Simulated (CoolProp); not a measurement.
Vapour pressure (MPa) of ethane: the reference equation beside estimates from Tc = 305.3 K, pc = 4.872 MPa, ω = 0.099. Clausius-Clapeyron is anchored at 178.3 K with a constant enthalpy of vaporisation of 14.96 kJ/mol.

The numbers come from the reference Helmholtz-energy equation of state, Bücker 2006 in CoolProp.

```csv
T (K),reference,Lee-Kesler,Clausius-Clapeyron,Soave-Redlich-Kwong,Peng-Robinson
178.3,0.07130,0.06998,0.07130,0.06995,0.07203
182.8,0.09201,0.09062,0.09140,0.09055,0.09276
187.3,0.1171,0.1157,0.1158,0.1156,0.1179
191.7,0.1466,0.1452,0.1443,0.1451,0.1473
196.2,0.1822,0.1811,0.1790,0.1808,0.1829
200.7,0.2242,0.2233,0.2199,0.2230,0.2248
205.1,0.2720,0.2714,0.2665,0.2711,0.2725
209.6,0.3284,0.3283,0.3217,0.3281,0.3289
214.1,0.3932,0.3937,0.3853,0.3936,0.3937
218.5,0.4653,0.4665,0.4563,0.4667,0.4658
223,0.5489,0.5507,0.5388,0.5515,0.5494
227.5,0.6430,0.6455,0.6320,0.6471,0.6437
```

Absolute difference from the reference over all 12 rows, mean and median: Lee-Kesler 0.7 and 0.4 %, Clausius-Clapeyron 1.5 and 1.8 %, Soave-Redlich-Kwong 0.8 and 0.6 %, Peng-Robinson 0.4 and 0.2 %.
